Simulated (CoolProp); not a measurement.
Vapour-liquid equilibrium of benzene (1) + ethylbenzene (2) at 425.8 K; x and y are mole fractions of (1).

Model: multi-fluid Helmholtz-energy mixture model, Thol 2012 and Zhou 2012; pair parameters Bell 2016, in CoolProp.

```tsv
x	bubble pressure (MPa)	y at the bubble point	dew pressure at overall composition x (MPa)	liquid density (mol/L)
0.05	0.1727	0.143	0.1605	7.100
0.125	0.2006	0.314	0.1702	7.246
0.2	0.2299	0.448	0.1811	(withheld)
0.275	0.2604	0.555	0.1935	7.552
0.35	(withheld)	0.642	0.2077	7.712
0.425	0.3254	0.715	0.2243	(withheld)
0.5	0.3598	0.775	0.2437	8.046
0.575	0.3956	0.826	0.2670	8.220
0.65	0.4324	0.869	0.2954	8.399
0.725	0.4703	0.905	(withheld)	8.582
0.8	0.5090	0.937	0.3766	8.771
0.875	0.5483	0.964	0.4384	8.963
0.95	0.5879	0.987	0.5276	9.160
```

Problem. Complete the blanks.

Solution. 
- 0.2, liquid density (mol/L): 7.397
- 0.35, bubble pressure (MPa): 0.2922
- 0.425, liquid density (mol/L): 7.877
- 0.725, dew pressure at overall composition x (MPa): 0.3308

No azeotrope shows between x = 0.05 and 0.95.

Pair parameters are fitted to limited data, so mixtures are less certain than the pure fluids.
